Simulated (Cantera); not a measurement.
An isothermal, constant-pressure homogeneous reactor starts with CO : O2 : H2O : N2 = 0.029 : 0.0039 : 0.056 : 1 (molar parts), at 1000 K and 2.70 bar. Integrator tolerance rtol = 1e-08.

Detailed kinetics in Cantera: GRI-Mech 3.0 (53 species, 325 reactions).

**Question.** What does this change do: pressure from 2.70 bar to 0.370 bar?

**Answer.** 
```csv
quantity,before,after
x(CO) at 8.00 s,0.0163 (gas-phase equilibrium 0.00551),0.0102 (gas-phase equilibrium 0.00551)
x(O2) at 8.00 s,8.10e-8 (gas-phase equilibrium <1e-12),5.87e-11 (gas-phase equilibrium <1e-12)
x(H2O) at 8.00 s,0.0483 (gas-phase equilibrium 0.0376),0.0422 (gas-phase equilibrium 0.0376)
x(CO2) at 8.00 s,0.0105 (gas-phase equilibrium 0.0212),0.0166 (gas-phase equilibrium 0.0212)
x(NO) at 8.00 s,6.03e-11 (gas-phase equilibrium <1e-12),5.48e-8 (gas-phase equilibrium <1e-12)
```
